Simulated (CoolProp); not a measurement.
Properties of dimethyl carbonate at several states (Tc = 283.9 °C, pc = 4.909 MPa, ω = 0.346).

The numbers come from the reference Helmholtz-energy equation of state, Zhou 2011 in CoolProp.

| T (°C) | p (MPa) | phase | cp (kJ/(kg K)) | cv (kJ/(kg K)) | expansivity (1/kK) | fugacity coefficient |
|---|---|---|---|---|---|---|
| 309.95 | 0.029 | gas | 1.833 | ___ | 1.725 | 0.9982 |
| 299.95 | 0.0645 | gas | 1.817 | ___ | 1.769 | 0.9959 |
| 304.25 | 12 | supercritical | 2.866 | 1.838 | ___ | 0.3985 |

**Question.** What belongs in the gaps?

**Answer.** 
- 309.95, cv (kJ/(kg K)): 1.740
- 299.95, cv (kJ/(kg K)): 1.723
- 304.25, expansivity (1/kK): 5.107
